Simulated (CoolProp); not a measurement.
Vapour-liquid equilibrium of n-octane (1) + m-xylene (2) at 0.00664 MPa; x and y are mole fractions of (1).

Computed with CoolProp (multi-fluid Helmholtz-energy mixture model, Beckmüller 2019 and Zhou 2012; pair parameters Bell 2016).

| x | bubble temperature, mixture model (K) | bubble temperature, Raoult's law (K) | y, mixture model | y, Raoult's law |
|---|---|---|---|---|
| 0.05 | 332.4 | 332.6 | 0.085 | 0.077 |
| 0.2 | 330.2 | 330.8 | 0.300 | 0.285 |
| 0.35 | 328.4 | 329.1 | 0.471 | 0.463 |
| 0.5 | 326.8 | 327.5 | 0.615 | 0.616 |
| 0.65 | 325.5 | 326.0 | 0.742 | 0.749 |
| 0.8 | 324.3 | 324.6 | 0.856 | 0.866 |
| 0.95 | 323.2 | 323.3 | 0.965 | 0.968 |

The largest gap from Raoult's law is -0.7 K in bubble temperature, at x = 0.35. No azeotrope shows between x = 0.05 and 0.95.

Pair parameters are fitted to limited data, so mixtures are less certain than the pure fluids.
